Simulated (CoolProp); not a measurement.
The fluid at 391.98 K and 4.57 MPa (liquid) is heated at constant pressure to 451.6 K. The same conditions are run with several fluids, on thermodynamics alone (safety and materials aside).

The numbers come from the reference Helmholtz-energy equation of state of each fluid (R1224YDZ: Akasaka 2023; n-octane: Beckmüller 2019; R21: Platzer 1990; n-undecane: Aleksandrov 2011; neopentane: Lemmon 2006) in CoolProp. The equations of Platzer and Polt are older, rougher fits.

### Question
Rank R1224YDZ, n-octane, R21, n-undecane, neopentane by heat (kJ/kg), highest first.

### Answer
neopentane (210), R21 (170), n-octane (163), n-undecane (159), R1224YDZ (114)

```tsv
fluid	final phase	final density (kg/m³)
R1224YDZ	supercritical	478
n-octane	liquid	570
R21	gas	225
n-undecane	liquid	624
neopentane	supercritical	298
```
